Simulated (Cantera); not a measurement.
A perfectly stirred reactor is fed with CH4 : O2 : N2 = 1 : 1.43 : 5.37 (molar parts), equivalence ratio 1.4, at 2.76 atm; it is adiabatic with a 500 K inlet, and is followed from long to short residence time, starting on the burning branch (τ in s: 0.023, 0.011, 0.0056, 0.0028, 0.0014, 0.00068, 0.00034, 0.00017, 8.3e-05, 4.1e-05, 2.1e-05).

Computed with Cantera and GRI-Mech 3.0 (53 species, 325 reactions).

**Question.** Predict: blow-out, bracketed by the residence times tried; x(CH4) at τ = 23.0 ms; x(O2) at τ = 23.0 ms; x(HCO) at τ = 23.0 ms; x(C2H4) at τ = 23.0 ms; x(OH) at τ = 23.0 ms; x(CH4) at τ = 0.680 ms; x(O2) at τ = 0.680 ms; x(HCO) at τ = 0.680 ms; x(C2H4) at τ = 0.680 ms; x(OH) at τ = 0.680 ms.

**Answer.** 
| Item | Result |
|---|---|
| blow-out, bracketed by the residence times tried | burning at 0.340 ms, out at 0.170 ms |
| x(CH4) at τ = 23.0 ms | 0.000395 |
| x(O2) at τ = 23.0 ms | 0.000202 |
| x(HCO) at τ = 23.0 ms | 1.21e-7 |
| x(C2H4) at τ = 23.0 ms | 1.04e-6 |
| x(OH) at τ = 23.0 ms | 0.000302 |
| x(CH4) at τ = 0.680 ms | 0.00236 |
| x(O2) at τ = 0.680 ms | 0.00366 |
| x(HCO) at τ = 0.680 ms | 1.90e-6 |
| x(C2H4) at τ = 0.680 ms | 6.53e-5 |
| x(OH) at τ = 0.680 ms | 0.000573 |
